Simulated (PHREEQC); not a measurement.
## Ultrapure water in contact with air or piping (model solution)

A made-up water analysis in mg/kgw, 25 °C, pH 6.04, pe 10.9: Na 0.0341; K 0.0106; Ca 0.187; Mg 0.014; Cl 0.0398; S(6) as SO4 0.13; Alkalinity as HCO3 0.515; B 2.82e-05; O(0) (dissolved oxygen) 5.44e-05.

Valence states are taken as typed.

The numbers come from PHREEQC with the ion-association model, wateq4f.dat.

The ionic strength is 1.98e-5 mol/kgw and the charge-balance error comes out as -0.1 %.

```csv
species,molality,activity,log γ
CO2,1.91e-5,1.91e-5,0.000
HCO3-,9.34e-6,9.30e-6,-0.002
Ca+2,4.66e-6,4.57e-6,-0.009
Na+,1.48e-6,1.48e-6,-0.002
SO4-2,1.35e-6,1.32e-6,-0.009
Cl-,1.12e-6,1.12e-6,-0.002
H+,9.17e-7,9.12e-7,-0.002
Mg+2,5.76e-7,5.64e-7,-0.009
K+,2.71e-7,2.70e-7,-0.002
OH-,1.10e-8,1.10e-8,-0.002
H3BO3,2.61e-9,2.61e-9,0.000
```

No solid was allowed to form.
